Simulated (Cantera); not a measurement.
A perfectly stirred reactor is fed with CH4 : H2 : O2 = 0.021 : 1 : 0.018 (molar parts), at 60.8 Torr; it is held at 2448 K, and followed from long to short residence time.

Detailed kinetics in Cantera: GRI-Mech 3.0 (53 species, 325 reactions). The temperature is held fixed by assumption; the heat of reaction is taken as removed at once.

Q: What does this change do: H2 1 to 2.1 parts?

A: 
```json
[
 {"quantity": "x(CH4) at τ = 2.80 s", "before": "2.59e-6", "after": "2.59e-6"},
 {"quantity": "x(H2) at τ = 2.80 s", "before": "0.901", "after": "0.917"},
 {"quantity": "x(O2) at τ = 2.80 s", "before": "1.09e-7", "after": "3.87e-8"},
 {"quantity": "x(CO2) at τ = 2.80 s", "before": "4.69e-5", "after": "1.12e-5"},
 {"quantity": "x(CH3) at τ = 2.80 s", "before": "3.42e-6", "after": "3.40e-6"},
 {"quantity": "x(CH4) at τ = 35.0 ms", "before": "0.000320", "after": "0.000242"},
 {"quantity": "x(H2) at τ = 35.0 ms", "before": "0.920", "after": "0.937"},
 {"quantity": "x(O2) at τ = 35.0 ms", "before": "6.15e-6", "after": "3.01e-6"},
 {"quantity": "x(CO2) at τ = 35.0 ms", "before": "4.86e-5", "after": "1.15e-5"},
 {"quantity": "x(CH3) at τ = 35.0 ms", "before": "0.000285", "after": "0.000212"}
]
```

Q: What does this change do: H2 1 to 4.2 parts?

A: 
```json
[
 {"quantity": "x(CH4) at τ = 2.80 s", "before": "2.59e-6", "after": "2.55e-6"},
 {"quantity": "x(H2) at τ = 2.80 s", "before": "0.901", "after": "0.925"},
 {"quantity": "x(O2) at τ = 2.80 s", "before": "1.09e-7", "after": "1.62e-8"},
 {"quantity": "x(CO2) at τ = 2.80 s", "before": "4.69e-5", "after": "2.85e-6"},
 {"quantity": "x(CH3) at τ = 2.80 s", "before": "3.42e-6", "after": "3.34e-6"},
 {"quantity": "x(CH4) at τ = 35.0 ms", "before": "0.000320", "after": "0.000183"},
 {"quantity": "x(H2) at τ = 35.0 ms", "before": "0.920", "after": "0.946"},
 {"quantity": "x(O2) at τ = 35.0 ms", "before": "6.15e-6", "after": "1.56e-6"},
 {"quantity": "x(CO2) at τ = 35.0 ms", "before": "4.86e-5", "after": "2.78e-6"},
 {"quantity": "x(CH3) at τ = 35.0 ms", "before": "0.000285", "after": "0.000156"}
]
```
